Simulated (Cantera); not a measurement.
Feed: 1 mol Si(CH₃)₄, 57 mol H₂, held at 2273 K.

Cantera equilibrium calculation (NASA polynomials, part measured and part estimated; ideal gas, pure solids and liquids). Candidate condensed phases: C, C₆H₆, C₇H₈, C₈H₁₈, Si, SiC; 87 gas species. Gases not in the tables: Si₂H₆ and higher silanes. The numbers say what is thermodynamically allowed, not how fast it happens.

### Question
Which condensed phases are stable at each of these points (P (Pa)): 100, 270, 720, 1900, 5200, 14000, 37000, 100000?

### Answer
```json
[
 {"P (Pa)": "100", "condensed phases": "C(graphite)", "Si condensed (%)": "0.0"},
 {"P (Pa)": "270", "condensed phases": "C(graphite)", "Si condensed (%)": "0.0"},
 {"P (Pa)": "720", "condensed phases": "C(graphite)", "Si condensed (%)": "0.0"},
 {"P (Pa)": "1900", "condensed phases": "C(graphite) + SiC(s)", "Si condensed (%)": "55.1"},
 {"P (Pa)": "5200", "condensed phases": "C(graphite) + SiC(s)", "Si condensed (%)": "83.2"},
 {"P (Pa)": "14000", "condensed phases": "C(graphite) + SiC(s)", "Si condensed (%)": "93.4"},
 {"P (Pa)": "37000", "condensed phases": "C(graphite) + SiC(s)", "Si condensed (%)": "97.1"},
 {"P (Pa)": "100000", "condensed phases": "C(graphite) + SiC(s)", "Si condensed (%)": "98.6"}
]
```

From 100 Pa to 720 Pa the condensed part is C(graphite). From 1900 Pa to 100000 Pa the condensed part is C(graphite) + SiC(s).
